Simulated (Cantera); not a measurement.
Dilute partial oxidation

A perfectly stirred reactor is fed with CH3OH : O2 : N2 = 0.014 : 0.0081 : 1 (molar parts), equivalence ratio 2.6, at 5.00 bar; it is held at 1100 K, and followed from long to short residence time.

Model: GRI-Mech 3.0 (53 species, 325 reactions), integrated in Cantera. GRI-Mech 3.0 was tuned for natural gas; its chemistry of methanol as a main component is partial and can be far from experiment.

```
τ (s)     x CH3OH      x O2     x CO     x CH2    x CH3
-------  --------  --------  -------  --------  -------
0.67     0.000152  0.000432  0.00944  8.92e-12  2.66e-9
0.26     0.000366  0.000654  0.00954  1.70e-11  2.44e-9
0.10     0.000731  0.000923  0.00966  3.77e-11  3.03e-9
0.039     0.00134   0.00130  0.00951  8.05e-11  3.91e-9
0.015     0.00242   0.00190  0.00878  1.51e-10  4.64e-9
0.0058    0.00439   0.00296  0.00695  2.06e-10  4.43e-9
0.0022    0.00855   0.00529  0.00297  1.09e-10  2.19e-9
0.00087    0.0137   0.00792  1.14e-8  9.88e-12  2.31e-9
0.00034    0.0137   0.00792  4.41e-9  9.87e-12  2.05e-9
0.00013    0.0137   0.00792  1.68e-9  9.86e-12  1.56e-9
```
x: mole fraction; the columns are a selection and need not sum to one.
